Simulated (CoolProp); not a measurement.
Vapour-liquid equilibrium of isobutane (1) + n-butane (2) at 2.52 kPa; x and y are mole fractions of (1).

Computed with CoolProp (multi-fluid Helmholtz-energy mixture model, Bücker 2006 and Bücker 2006; pair parameters Kunz 2012).

```json
[
 {"x": "0.05", "bubble temperature (K)": "202.8", "y at the bubble point": "0.094", "dew temperature at overall composition x (K)": "203.1", "liquid density (mol/L)": "11.54"},
 {"x": "0.125", "bubble temperature (K)": "201.9", "y at the bubble point": "0.220", "dew temperature at overall composition x (K)": "202.6", "liquid density (mol/L)": "11.53"},
 {"x": "0.2", "bubble temperature (K)": "201.1", "y at the bubble point": "0.330", "dew temperature at overall composition x (K)": "202.1", "liquid density (mol/L)": "11.52"},
 {"x": "0.275", "bubble temperature (K)": "200.3", "y at the bubble point": "0.428", "dew temperature at overall composition x (K)": "201.5", "liquid density (mol/L)": "11.51"},
 {"x": "0.35", "bubble temperature (K)": "199.5", "y at the bubble point": "0.515", "dew temperature at overall composition x (K)": "200.9", "liquid density (mol/L)": "11.50"},
 {"x": "0.425", "bubble temperature (K)": "198.8", "y at the bubble point": "0.594", "dew temperature at overall composition x (K)": "200.3", "liquid density (mol/L)": "11.49"},
 {"x": "0.5", "bubble temperature (K)": "198.2", "y at the bubble point": "0.664", "dew temperature at overall composition x (K)": "199.7", "liquid density (mol/L)": "11.48"},
 {"x": "0.575", "bubble temperature (K)": "197.6", "y at the bubble point": "0.728", "dew temperature at overall composition x (K)": "199.0", "liquid density (mol/L)": "11.47"},
 {"x": "0.65", "bubble temperature (K)": "197.0", "y at the bubble point": "0.786", "dew temperature at overall composition x (K)": "198.3", "liquid density (mol/L)": "11.46"},
 {"x": "0.725", "bubble temperature (K)": "196.4", "y at the bubble point": "0.839", "dew temperature at overall composition x (K)": "197.6", "liquid density (mol/L)": "11.45"},
 {"x": "0.8", "bubble temperature (K)": "195.8", "y at the bubble point": "0.888", "dew temperature at overall composition x (K)": "196.8", "liquid density (mol/L)": "11.44"},
 {"x": "0.875", "bubble temperature (K)": "195.3", "y at the bubble point": "0.933", "dew temperature at overall composition x (K)": "196.0", "liquid density (mol/L)": "11.43"},
 {"x": "0.95", "bubble temperature (K)": "194.8", "y at the bubble point": "0.974", "dew temperature at overall composition x (K)": "195.1", "liquid density (mol/L)": "11.42"}
]
```

No azeotrope shows between x = 0.05 and 0.95.

The pair parameters rest on a limited set of measurements; away from them the model extrapolates.
